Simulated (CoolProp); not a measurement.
Aqueous methanol as a coolant, 21 % by mass, freezing at -16.0 °C, 1 atm.

The numbers come from the Melinder's fits for secondary coolants in CoolProp.

```json
[
 {"T (°C)": "-10.3", "density (kg/m³)": "973.4", "conductivity (W/(m K))": "0.447", "cp (kJ/(kg K))": "4.003", "viscosity (mPa s)": "5.20"},
 {"T (°C)": "-4.5", "density (kg/m³)": "972.3", "conductivity (W/(m K))": "0.453", "cp (kJ/(kg K))": "4.030", "viscosity (mPa s)": "3.98"},
 {"T (°C)": "1.3", "density (kg/m³)": "971.0", "conductivity (W/(m K))": "0.459", "cp (kJ/(kg K))": "4.053", "viscosity (mPa s)": "3.12"},
 {"T (°C)": "7", "density (kg/m³)": "969.5", "conductivity (W/(m K))": "0.465", "cp (kJ/(kg K))": "4.072", "viscosity (mPa s)": "2.50"},
 {"T (°C)": "12.8", "density (kg/m³)": "967.8", "conductivity (W/(m K))": "0.471", "cp (kJ/(kg K))": "4.087", "viscosity (mPa s)": "2.04"},
 {"T (°C)": "18.6", "density (kg/m³)": "965.8", "conductivity (W/(m K))": "0.477", "cp (kJ/(kg K))": "4.097", "viscosity (mPa s)": "1.69"},
 {"T (°C)": "24.3", "density (kg/m³)": "963.7", "conductivity (W/(m K))": "0.482", "cp (kJ/(kg K))": "4.103", "viscosity (mPa s)": "1.43"},
 {"T (°C)": "30.1", "density (kg/m³)": "961.3", "conductivity (W/(m K))": "0.488", "cp (kJ/(kg K))": "4.103", "viscosity (mPa s)": "1.22"}
]
```
